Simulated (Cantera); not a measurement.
Cantera run:

```python
import numpy as np
import cantera as ct

gas_names = """
    H HO2 H2 H2O H2O2 O OH O2 O3 Ta TaO TaO2
""".split()
cond_names = """
    H2O(s) H2O(L) Ta(cr) Ta(L) Ta2O5(s) Ta2O5(L)
""".split()


# ... load() reads the species with a 1 bar reference pressure and builds the phases ...
atoms = {
    'Ta2O5': {'Ta': 2, 'O': 5},
    'H2': {'H': 2},
    'H2O': {'H': 2, 'O': 1},
}
top_T = {}  # K; cautious upper limits of use, not melting points


# ... equilibrate(T, P, feed) seeds the gas with the atoms and calls Mixture.equilibrate('TP', solver="vcs", rtol=1e-11, max_steps=5000) ...
results = []
feed = {'Ta2O5': 1, 'H2': 89, 'H2O': 0.064}  # mol
P = 10000  # Pa
for T in [973, 1073, 1173, 1273, 1373, 1473, 1573, 1673, 1773, 1873, 1973, 2073]:
    mix = equilibrate(T, P, feed)
    results.append((T, P, feed, dict(zip(mix.species_names, mix.species_moles))))
    x = sorted(zip(gas.X, gas.species_names), reverse=True)
    print(f"T = {T:g} K  P = {P:g} Pa  gas = {mix.phase_moles(0):.4g} mol")
    print("   x: " + "  ".join(f"{s} {v:.3e}" for v, s in x if v > 0.0001))
    print("   condensed (mol): " + ("  ".join(f"{mix.phase(i).name} {mix.phase_moles(i):.4g}"
          for i in range(1, mix.n_phases) if mix.phase_moles(i) > 1e-12) or "none"))
```

It prints:

```
T = 973 K  P = 10000 Pa  gas = 89.06 mol
   x: H2 9.993e-01  H2O 7.186e-04
   condensed (mol): Ta2O5(s) 1
T = 1073 K  P = 10000 Pa  gas = 89.06 mol
   x: H2 9.993e-01  H2O 7.186e-04
   condensed (mol): Ta2O5(s) 1
T = 1173 K  P = 10000 Pa  gas = 89.06 mol
   x: H2 9.993e-01  H2O 7.186e-04
   condensed (mol): Ta2O5(s) 1
T = 1273 K  P = 10000 Pa  gas = 89.06 mol
   x: H2 9.993e-01  H2O 7.186e-04
   condensed (mol): Ta2O5(s) 1
T = 1373 K  P = 10000 Pa  gas = 89.06 mol
   x: H2 9.993e-01  H2O 7.186e-04
   condensed (mol): Ta2O5(s) 1
T = 1473 K  P = 10000 Pa  gas = 89.07 mol
   x: H2 9.992e-01  H2O 7.186e-04
   condensed (mol): Ta2O5(s) 1
T = 1573 K  P = 10000 Pa  gas = 89.07 mol
   x: H2 9.992e-01  H2O 7.185e-04  H 1.285e-04
   condensed (mol): Ta2O5(s) 1
T = 1673 K  P = 10000 Pa  gas = 89.08 mol
   x: H2 9.989e-01  H2O 7.184e-04  H 3.599e-04
   condensed (mol): Ta2O5(s) 1
T = 1773 K  P = 10000 Pa  gas = 89.1 mol
   x: H2 9.984e-01  H 8.989e-04  H2O 7.183e-04
   condensed (mol): Ta2O5(s) 1
T = 1873 K  P = 10000 Pa  gas = 89.15 mol
   x: H2 9.970e-01  H 2.038e-03  H2O 1.007e-03
   condensed (mol): Ta(cr) 0.01028  Ta2O5(s) 0.9948
T = 1973 K  P = 10000 Pa  gas = 89.25 mol
   x: H2 9.941e-01  H 4.254e-03  H2O 1.615e-03
   condensed (mol): Ta(cr) 0.03189  Ta2O5(s) 0.9837
T = 2073 K  P = 10000 Pa  gas = 89.44 mol
   x: H2 9.892e-01  H 8.272e-03  H2O 2.437e-03
   condensed (mol): Ta(cr) 0.06068  Ta2O5(L) 0.9678
```

Cantera equilibrium calculation (NASA polynomials, part measured and part estimated; ideal gas, pure solids and liquids). Mutual solubility and eutectic melting of coexisting phases are not modelled. Condensed phases not in the tables: N, O or C dissolved in the metal.
